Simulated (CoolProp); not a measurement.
n-decane along the isotherm 224.45 °C: fugacity coefficient from the reference equation and from simpler models built on Tc = 344.5 °C, pc = 2.101 MPa, ω = 0.488; each cubic takes its own stable root.

Model: reference Helmholtz-energy equation of state, Lemmon 2006, in CoolProp. It is a short technical equation, of lower accuracy than the large ones.

```tsv
p (MPa)	phase	reference	van der Waals	Redlich-Kwong	Soave-Redlich-Kwong	Peng-Robinson
0.07	gas	0.9728	0.9835	0.9792	0.9759	0.9744
0.14	gas	0.9456	0.9671	0.9585	0.9519	0.9491
0.21	gas	0.9183	0.9506	0.9378	0.9280	0.9238
0.28	gas	0.8910	0.9342	0.9172	0.9041	0.8987
0.35	liquid	0.7866	0.9177	0.8966	0.8108	0.7984
0.42	liquid	0.6583	0.9012	0.8760	0.6792	0.6684
0.49	liquid	0.5667	0.8847	0.8554	0.5853	0.5756
0.56	liquid	0.4981	0.8681	0.8152	0.5148	0.5060
0.63	liquid	0.4446	0.8514	0.7288	0.4600	0.4518
0.7	liquid	0.4019	0.8346	0.6597	0.4161	0.4085
0.77	liquid	0.3670	0.8177	0.6031	0.3803	0.3731
0.841	liquid	0.3375	0.7946	0.5554	0.3500	0.3432
0.911	liquid	0.3129	0.7395	0.5157	0.3248	0.3183
0.981	liquid	0.2918	0.6922	0.4816	0.3032	0.2969
1.05	liquid	0.2738	0.6519	0.4525	0.2847	0.2787
```

At some of these states van der Waals, Redlich-Kwong gives the other phase, because its saturation line lies elsewhere.
